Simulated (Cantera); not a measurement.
Input: 1 mol B₂H₆, 1.6 mol O₂, 24 mol H₂, at 1477 °C and 0.000360 bar.

These are equilibrium values from Cantera (NASA tables, ideal gas, pure condensed phases), not measurements of a reactor. The feed counts by its element totals alone. Equilibrium is a limit: real reactors are often held back by kinetics, nucleation or transport.

```tsv
species	before	after
H₂	0.927	0.992
H₂O	0.00357	0.00731
HBO₂	0.0262	0.000197
HBO	0.0140	1.90e-7
B₂O₃	0.0128	2.99e-8
H	0.0118	2.29e-7
BO	0.00336	<1e-9
B₂O₂	0.000885	<1e-9
BO₂	2.38e-5	<1e-9
B₂O₃(l), mol	0	0.997
```
Gas species are given as mole fractions.

Question: What was changed between the two runs?
(A) pressure from 0.000360 bar to 0.510 bar
(B) temperature from 1477 °C to 752 °C
(C) temperature from 1477 °C to 975 °C
(D) O₂ from 1.6 to 0.22 mol

Answer: B, temperature from 1477 °C to 752 °C
